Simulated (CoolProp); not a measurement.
Saturation properties of nitrous oxide (Tc = 36.4 °C, pc = 7.245 MPa, ω = 0.161).

The numbers come from the reference Helmholtz-energy equation of state, Lemmon 2006 in CoolProp. It is a short technical equation, of lower accuracy than the large ones.

```
T (°C)  p (MPa)  liquid density (kg/m³)  liquid cp (kJ/(kg K))  vapour Z  surface tension (mN/m)
------  -------  ----------------------  ---------------------  --------  ----------------------
-53.35   0.5670                    1121                  1.788       [?]                    16.0
-50.55   0.6337                    1112                  1.798       [?]                    15.4
-47.75   0.7061                    1102                    [?]    0.8971                    14.8
-44.95   0.7846                    1092                  1.821    0.8894                    14.2
-42.25   0.8661                    1083                  1.833    0.8816                    13.6
-39.45   0.9572                     [?]                  1.847    0.8732                    13.0
-36.65    1.055                    1063                  1.862    0.8644                     [?]
-33.85    1.160                    1052                  1.879    0.8552                    11.9
-31.05    1.273                    1042                  1.897    0.8457                    11.3
-28.35      [?]                    1031                  1.915    0.8361                    10.8
-25.55    1.517                    1020                  1.937    0.8258                    10.2
-22.75    1.654                    1009                  1.960    0.8151                    9.66
-19.95    1.800                     [?]                  1.985    0.8040                    9.11
-17.25    1.949                   986.6                  2.012    0.7929                    8.59
```

Problem. Fill in the missing entries.

Solution. 
- -53.35, vapour Z: 0.9116
- -50.55, vapour Z: 0.9045
- -47.75, liquid cp (kJ/(kg K)): 1.809
- -39.45, liquid density (kg/m³): 1073
- -36.65, surface tension (mN/m): 12.5
- -28.35, p (MPa): 1.389
- -19.95, liquid density (kg/m³): 997.9

It boils at -88.5 °C under 1 atm.

Surface tension comes from a separate correlation (Mulero 2012).
